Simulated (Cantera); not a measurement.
# Gas activation for diamond growth

A perfectly stirred reactor is fed with 4.67 % CH4, 95.3 % H2, 0.0467 % N2, at 188 Torr; it is held at 1700 K, and followed from long to short residence time.

Model: GRI-Mech 3.0 (53 species, 325 reactions), integrated in Cantera. GRI-Mech 3.0 stops at C3 and has no aromatics, soot or wall deposition, so with more carbon than oxygen in the feed, carbon stays in small species such as C2H2 where larger ones or solid carbon would form.

| τ (s) | x CH4 | x H2 | x C2H | x H | x C2H6 | x HCN | x CH2 |
|---|---|---|---|---|---|---|---|
| 10 | 0.00729 | 0.973 | 3.09e-8 | 0.000290 | 2.58e-7 | 7.95e-10 | 1.34e-8 |
| 1.6 | 0.0143 | 0.969 | 2.49e-8 | 0.000284 | 8.14e-7 | 2.30e-10 | 2.51e-8 |
| 0.26 | 0.0274 | 0.963 | 1.43e-8 | 0.000274 | 2.73e-6 | 6.60e-11 | 4.43e-8 |
| 0.042 | 0.0402 | 0.956 | 4.44e-9 | 0.000263 | 5.56e-6 | 1.43e-11 | 5.98e-8 |
| 0.0068 | 0.0453 | 0.953 | 6.28e-10 | 0.000243 | 6.23e-6 | 2.07e-12 | 5.77e-8 |
| 0.0011 | 0.0464 | 0.953 | 1.30e-11 | 0.000159 | 3.15e-6 | <1e-12 | 2.59e-8 |
| 0.00018 | 0.0466 | 0.953 | <1e-12 | 3.92e-5 | 1.70e-7 | <1e-12 | 1.62e-9 |
x: mole fraction; the columns are a selection and need not sum to one.
